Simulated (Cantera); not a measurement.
Feed: 1 mol SiCl4, 0.12 mol Cl2, 92 mol N2, held at 19.0 mbar.

Equilibrium computed with Cantera from the NASA thermochemical tables; the gas is ideal and each condensed phase is pure. Candidate condensed phases: Si, Si3N4; 13 gas species. The tables' values for SiCl3 are old estimates; treat these amounts as uncertain. The numbers say what is thermodynamically allowed, not how fast it happens.

x: gas mole fraction; nothing condenses.

| T (K) | x N2 | x SiCl4 | x Cl | x SiCl3 | x SiCl2 | x Cl2 | x SiCl |
|---|---|---|---|---|---|---|---|
| 1400 | 0.987 | 0.0107 | 0.00236 | 4.52e-5 | 8.12e-7 | ? | <1e-12 |
| 1450 | 0.987 | 0.0106 | 0.00257 | 0.000132 | 5.97e-6 | ? | 1.06e-12 |
| 1500 | 0.986 | 0.0103 | 0.00289 | 0.000338 | 3.51e-5 | ? | 2.17e-11 |
| 1550 | 0.986 | 0.00984 | 0.00352 | 0.000726 | 0.000149 | 3.60e-5 | 2.70e-10 |
| 1600 | 0.985 | 0.00896 | 0.00469 | 0.00129 | 0.000454 | 3.47e-5 | 2.03e-9 |
| 1650 | 0.983 | 0.00769 | 0.00655 | 0.00193 | 0.00106 | ? | 1.05e-8 |
| 1700 | 0.980 | 0.00606 | 0.00913 | 0.00252 | 0.00207 | ? | 4.20e-8 |

Q: Complete the blanks.

A: 
- 1400, x Cl2: 0.000131
- 1450, x Cl2: 7.37e-5
- 1500, x Cl2: 4.65e-5
- 1650, x Cl2: 3.79e-5
- 1700, x Cl2: 4.30e-5
